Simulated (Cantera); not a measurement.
Silicon nitride deposition: Si2Cl6 + NH3 + N2

Input: 1 mol Si2Cl6, 10 mol NH3, 4.9 mol N2, equilibrated at 1.00 mbar.

Equilibrium computed with Cantera from the NASA thermochemical tables; the gas is ideal and each condensed phase is pure. Candidate condensed phases: NH4Cl, Si, Si3N4; 28 gas species. The feed counts by its element totals alone. The tables' values for SiCl, SiCl3, SiN are old estimates; treat these amounts as uncertain. Gases not in the tables: Si2H6 and higher silanes. The numbers say what is thermodynamically allowed, not how fast it happens.

From 823 K to 1423 K the condensed part is Si3N4(s). At 1623 K the condensed part is Si(s). At 1823 K the condensed part is Si(l). At 2023 K nothing is condensed. The main Si-bearing gas is SiCl4 at 823 K and SiCl2 at 2023 K. The share of Si in condensed phases is highest at 1023 K (99.0 %) and lowest at 2023 K (0.0 %).

```tsv
T (K)	x H2	x N2	x HCl	x SiCl2	x H	x Si	x Cl	n Si3N4(s)	n Si(s)	n Si(l)
823	0.455	0.324	0.219	2.52e-9	1.57e-10	<1e-12	7.69e-11	0.651	0	0
1023	0.453	0.323	0.223	5.23e-6	8.81e-8	<1e-12	4.00e-8	0.660	0	0
1223	0.453	0.323	0.222	0.000835	6.40e-6	1.02e-11	2.70e-6	0.654	0	0
1423	0.467	0.332	0.181	0.0198	0.000143	1.44e-7	4.55e-5	0.482	0	0
1623	0.490	0.354	0.0922	0.0607	0.00153	0.000156	0.000227	0	0.287	0
1823	0.479	0.351	0.0955	0.0570	0.00949	0.00442	0.00144	0	0	0.214
2023	0.430	0.336	0.119	0.0361	0.0394	0.0267	0.00810	0	0	0
```
x: gas mole fraction; n: condensed amount in mol.
